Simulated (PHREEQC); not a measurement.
Make-up at 25 °C: 0.003 mol/kgw HF, 0.004 mol/kgw NaF, 0.0011 mol/kgw H4SiO4 and 0.0079 mol/kgw H3PO4. Closed to the air; pH follows from the charge balance.

Model: ion-association model, phreeqc.dat, run in PHREEQC.

The ionic strength comes out as 0.00820 mol/kgw. What activity coefficients do Na+, H+, H2PO4-, HF2-, SiF6-2 get?

Na+ 0.91, H+ 0.92, H2PO4- 0.91, HF2- 0.91, SiF6-2 0.69.

No solid was allowed to form. Examples of supersaturated solids here: Quartz (slow to form), Chalcedony (slow to form). Others may be too. Complexes and solids missing from the database can't appear. SiF6-2 is the database's only silicon fluoride.
